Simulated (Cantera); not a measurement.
A perfectly stirred reactor is fed with CH4 : H2 : O2 : N2 : CO2 = 1 : 0.093 : 4.99 : 18.8 : 1.1 (molar parts), equivalence ratio 0.41, at 1.01 bar; it is adiabatic with a 775 K inlet, and is followed from long to short residence time, starting on the burning branch (τ in s: 0.18, 0.07, 0.028, 0.011, 0.0043, 0.0017, 0.00067, 0.00027, 0.0001, 4.1e-05, 1.6e-05, 6.4e-06).

Computed with Cantera and GRI-Mech 3.0 (53 species, 325 reactions).

**Question.** What does this change do: N2 18.8 to 13 parts?

**Answer.** 
| quantity | before | after |
|---|---|---|
| blow-out, bracketed by the residence times tried | burning at 0.270 ms, out at 0.100 ms | burning at 0.100 ms, out at 41.0 µs |
| x(CH4) at τ = 0.180 s | 9.28e-6 | 4.76e-6 |
| x(H2) at τ = 0.180 s | 2.79e-5 | 4.56e-5 |
| x(O2) at τ = 0.180 s | 0.113 | 0.146 |
| x(O) at τ = 0.180 s | 7.11e-5 | 0.000136 |
| x(CH2) at τ = 0.180 s | 1.02e-8 | 9.79e-9 |
| x(CH4) at τ = 0.670 ms | 0.000425 | 0.000216 |
| x(H2) at τ = 0.670 ms | 0.000985 | 0.00111 |
| x(O2) at τ = 0.670 ms | 0.117 | 0.148 |
| x(O) at τ = 0.670 ms | 0.00158 | 0.00279 |
| x(CH2) at τ = 0.670 ms | 8.59e-7 | 8.70e-7 |

**Question.** What does this change do: inlet temperature 775 to 400 K?

**Answer.** 
```csv
quantity,before,after
"blow-out, bracketed by the residence times tried","burning at 0.270 ms, out at 0.100 ms","burning at 28.0 ms, out at 11.0 ms"
x(CH4) at τ = 0.180 s,9.28e-6,5.22e-5
x(H2) at τ = 0.180 s,2.79e-5,2.95e-5
x(O2) at τ = 0.180 s,0.113,0.114
x(O) at τ = 0.180 s,7.11e-5,2.30e-5
x(CH2) at τ = 0.180 s,1.02e-8,8.65e-9
x(CH4) at τ = 0.670 ms,0.000425,0.0385
x(H2) at τ = 0.670 ms,0.000985,0.00358
x(O2) at τ = 0.670 ms,0.117,0.192
x(O) at τ = 0.670 ms,0.00158,<1e-12
x(CH2) at τ = 0.670 ms,8.59e-7,<1e-12
```
